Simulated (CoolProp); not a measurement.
A single-stage vapour-compression cycle with methanol: evaporating at 295.15 K (dew point), condensing at 352.15 K (bubble point), superheat 10 K, subcooling 8 K, compressor efficiency 0.8, no pressure losses. Each further row changes one setting.

Model: reference Helmholtz-energy equation of state, de Reuck 1993, in CoolProp.

```csv
case,cooling COP,pressure ratio,discharge temperature (K),refrigerating effect (kJ/kg),volumetric capacity (kJ/m³)
as stated,3.52,12.0,491.5,1070,198
evaporating temperature 300.15 K,4.00,9.28,476.3,1070,254
condensing temperature 347.15 K,3.91,10.0,476.9,1080,200
subcooling 13 K,3.57,12.0,491.5,1080,200
superheat 20 K,3.46,12.0,506.3,1080,194
compressor efficiency 0.7,3.08,12.0,514.2,1070,198
```
